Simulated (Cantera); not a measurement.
Charge: 1 mol FeS₂, 270 mol H₂, 54 mol N₂, at 310 Pa.

Cantera equilibrium calculation (NASA polynomials, part measured and part estimated; ideal gas, pure solids and liquids). Candidate condensed phases: Fe, FeS, FeS₂, S; 16 gas species. FeS: taken at fixed stoichiometry. Equilibrium is a limit: real reactors are often held back by kinetics, nucleation or transport. All values below are at 975 K.

Base state: H₂ 0.830, N₂ 0.167, H₂S 0.00309 (mole fractions); condensed: FeS(s).

What changes in the equilibrium state with this change: FeS₂ replaced by V₂O₅?


```json
[
 {"species": "H₂", "before": "0.830", "after": "0.827"},
 {"species": "N₂", "before": "0.167", "after": "0.167"},
 {"species": "H₂O", "before": "0", "after": "0.00617"},
 {"species": "H₂S", "before": "0.00309", "after": "0"},
 {"species": "FeS(s), mol", "before": "1.00", "after": "0"},
 {"species": "V₂O₃(s), mol", "before": "0", "after": "1.00"}
]
```
Condensed phases not in the tables: the oxides between V₂O₃ and V₂O₅ other than VO₂. Further candidate phases: H₂O, V, VN, VO, V₂O₃, V₂O₄, V₂O₅.
